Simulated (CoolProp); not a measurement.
Properties of n-undecane along the isobar 7.78 MPa.

The numbers come from the reference Helmholtz-energy equation of state, Aleksandrov 2011 in CoolProp. It is a short technical equation, of lower accuracy than the large ones.

```csv
T (°C),phase,Z,Joule-Thomson coefficient (K/MPa),expansivity (1/kK)
19.35,liquid,0.6700,-0.4357,0.9818
27.65,liquid,0.6569,[?],[?]
35.95,liquid,0.6445,-0.4213,0.9887
44.25,liquid,0.6328,-0.4137,0.9936
52.45,liquid,0.6220,-0.4059,0.9993
60.75,liquid,0.6116,-0.3978,1.006
69.05,liquid,0.6018,-0.3896,[?]
77.35,liquid,0.5925,[?],[?]
85.55,liquid,0.5838,-0.3725,[?]
93.85,liquid,0.5756,-0.3636,[?]
102.15,liquid,0.5678,-0.3546,1.054
110.45,liquid,0.5604,-0.3453,1.066
118.65,liquid,0.5535,-0.3359,1.079
126.95,liquid,0.5469,-0.3262,1.094
135.25,liquid,0.5407,[?],1.110
143.45,liquid,0.5350,-0.3061,1.126
```

Q: What belongs in the gaps?

A: 
- 27.65, Joule-Thomson coefficient (K/MPa): -0.4287
- 27.65, expansivity (1/kK): 0.9848
- 69.05, expansivity (1/kK): 1.014
- 77.35, Joule-Thomson coefficient (K/MPa): -0.3811
- 77.35, expansivity (1/kK): 1.022
- 85.55, expansivity (1/kK): 1.032
- 93.85, expansivity (1/kK): 1.042
- 135.25, Joule-Thomson coefficient (K/MPa): -0.3162
